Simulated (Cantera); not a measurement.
A closed system holds: 1 mol Si₃N₄, 0.0036 mol C, 0.013 mol H₂, equilibrated at 3.90 mbar.

These are equilibrium values from Cantera (NASA tables, ideal gas, pure condensed phases), not measurements of a reactor. Candidate condensed phases: C, C₆H₆, C₇H₈, C₈H₁₈, Si, SiC, Si₃N₄; 105 gas species. Mutual solubility and eutectic melting of coexisting phases are not modelled. The numbers say what is thermodynamically allowed, not how fast it happens.

Which condensed phases are stable at each of these points (T (K)): 1923, 2023, 2123, 2223, 2323, 2423, 2523, 2623, 2723, 2823?


```csv
T (K),condensed phases,Si condensed (%)
1923,Si(l) + SiC(s),99.7
2023,Si(l) + SiC(s),98.9
2123,Si(l),96.5
2223,Si(l),90.0
2323,Si(l),69.4
2423,gas only,0.0
2523,gas only,0.0
2623,gas only,0.0
2723,gas only,0.0
2823,gas only,0.0
```

From 1923 K to 2023 K the condensed part is Si(l) + SiC(s). From 2123 K to 2323 K the condensed part is Si(l). From 2423 K to 2823 K nothing is condensed.
